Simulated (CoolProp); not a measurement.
A single-stage vapour-compression cycle with the fluid: evaporating at 231.15 K (dew point), condensing at 298.15 K (bubble point), superheat 8 K, subcooling 8 K, compressor efficiency 0.9, no pressure losses. The same conditions are run with several fluids, on thermodynamics alone (safety and materials aside).

Model: reference Helmholtz-energy equation of state of each fluid (R152A: Outcalt 1996; hydrogen chloride: Thol 2018; isobutane: Bücker 2006; hydrogen sulfide: Lemmon 2006; sulfur dioxide: Gao 2016; R227EA: Lemmon 2016), in CoolProp.

| fluid | cooling COP | pressure ratio | discharge temperature (K) | refrigerating effect (kJ/kg) | volumetric capacity (kJ/m³) |
|---|---|---|---|---|---|
| R152A | 2.50 | 14.0 | 348.8 | 254 | 367 |
| hydrogen chloride | 2.09 | 6.65 | 424.9 | 285 | 4120 |
| isobutane | 2.49 | 13.5 | 315.0 | 270 | 207 |
| hydrogen sulfide | 2.35 | 8.54 | 422.0 | 410 | 1720 |
| sulfur dioxide | 2.38 | ___ | ___ | 341 | 212 |
| R227EA | 2.24 | ___ | 298.2 | 83.5 | 209 |

### Question
Complete the blanks.

### Answer

- sulfur dioxide, pressure ratio: 20.5
- sulfur dioxide, discharge temperature (K): 462.5
- R227EA, pressure ratio: 15.8

The compression ends wet for: R227EA.
